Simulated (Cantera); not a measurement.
Cantera run:

```python
import numpy as np
import cantera as ct

gas_names = """
    Fe FeO Fe(OH)2 H HO2 H2 H2O H2O2 O OH O2 O3
""".split()
cond_names = """
    Fe(a) Fe(c) Fe(d) Fe(L) FeO(s) FeO(L) Fe(OH)2(s) Fe(OH)3(s) Fe2O3(s) Fe3O4(s) H2O(s) H2O(L)
""".split()


# ... load() reads the species with a 1 bar reference pressure and builds the phases ...
atoms = {
    'Fe2O3': {'Fe': 2, 'O': 3},
    'H2': {'H': 2},
}
top_T = {'Fe2O3(s)': 1830, 'Fe3O4(s)': 1870}  # K; cautious upper limits of use, not melting points


# ... equilibrate(T, P, feed) seeds the gas with the atoms and calls Mixture.equilibrate('TP', solver="vcs", rtol=1e-11, max_steps=5000) ...
results = []
feed = {'Fe2O3': 1, 'H2': 360}  # mol
T = 1773  # K
P = 32000  # Pa
mix = equilibrate(T, P, feed)
results.append((T, P, feed, dict(zip(mix.species_names, mix.species_moles))))
print(gas.report(threshold=1e-06))
for i in range(1, mix.n_phases):
    print(f"{mix.phase(i).name:16s} {mix.phase_moles(i):12.5e} mol")
```

It prints:

```
       temperature   1773 K
          pressure   32000 Pa
           density   0.0046717 kg/m^3
  mean mol. weight   2.1521 kg/kmol
   phase of matter   gas

                          1 kg             1 kmol
                     ---------------   ---------------
          enthalpy         2.024e+07         4.356e+07  J
   internal energy        1.3391e+07        2.8818e+07  J
           entropy             90568        1.9491e+05  J/K
    Gibbs function       -1.4034e+08       -3.0202e+08  J
 heat capacity c_p             15581             33532  J/K
 heat capacity c_v             11718             25218  J/K

                      mass frac. Y      mole frac. X     chem. pot. / RT
                     ---------------   ---------------   ---------------
                Fe         0.0016035        6.1793e-05           -7.1317
                 H        0.00023449        0.00050065           -10.126
                H2           0.92843           0.99111           -20.252
               H2O          0.069733         0.0083304           -49.286
     [   +8 minor]        3.0363e-06        2.8538e-07

Fe(d)             1.97774e+00 mol
FeO(L)            0.00000e+00 mol
Fe2O3(s)          0.00000e+00 mol
Fe3O4(s)          0.00000e+00 mol
```

These are equilibrium values from Cantera (NASA tables, ideal gas, pure condensed phases), not measurements of a reactor.
